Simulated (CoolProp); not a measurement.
A closed Brayton cycle with carbon dioxide: compressor inlet 328.15 K and 7.5 MPa, high pressure 15.2 MPa, turbine inlet 895 K, compressor efficiency 0.8, turbine efficiency 0.9, recuperator effectiveness 0.95 (on enthalpy, no pinch check). Each further row changes one setting.

Computed with CoolProp (reference Helmholtz-energy equation of state, Span 1996).

| case | thermal efficiency (%) | net work (kJ/kg) | compressor to turbine work | compressor exit (K) | turbine exit (K) |
|---|---|---|---|---|---|
| as stated | 35.4 | 63.0 | 0.39 | 391.8 | 805.7 |
| turbine inlet 845 K | 33.6 | ___ | 0.41 | 391.8 | 758.9 |
| compressor inlet 338.15 K | ___ | 59.0 | ___ | 404.8 | 805.7 |
| high pressure 12.9 MPa | 33.8 | ___ | ___ | 376.5 | 826.0 |
| recuperator effectiveness 0.5 | ___ | 63.0 | 0.39 | 391.8 | 805.7 |

Fill in the missing entries.


- turbine inlet 845 K, net work (kJ/kg): 56.8
- compressor inlet 338.15 K, thermal efficiency (%): 34.4
- compressor inlet 338.15 K, compressor to turbine work: 0.43
- high pressure 12.9 MPa, net work (kJ/kg): 50.2
- high pressure 12.9 MPa, compressor to turbine work: 0.38
- recuperator effectiveness 0.5, thermal efficiency (%): 16.0
